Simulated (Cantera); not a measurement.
Mixture: 3.67 % CH₄, 0.253 % C₂H₆, 2.97 % C₃H₈, 16.5 % O₂, 62.0 % N₂, 14.7 % CO₂, at 0.533 atm, adiabatic and at constant pressure. Ignition delay is the time to a rise of 400 K.

Cantera simulation using GRI-Mech 3.0 (53 species, 325 reactions); the numbers are that mechanism's predictions, not measurements. GRI-Mech 3.0 was tuned for natural gas; its chemistry of propane as a main component is partial and can be far from experiment.

Q: Predict: delay at 1125 K; delay at 1225 K; delay at 1325 K; delay at 1425 K; delay at 1525 K; apparent activation energy between 1475 and 1575 K.

A: 
```json
{
 "delay at 1125 K": "49.6 ms",
 "delay at 1225 K": "6.73 ms",
 "delay at 1325 K": "1.32 ms",
 "delay at 1425 K": "0.380 ms",
 "delay at 1525 K": "0.150 ms",
 "apparent activation energy between 1475 and 1575 K": "160 kJ/mol"
}
```
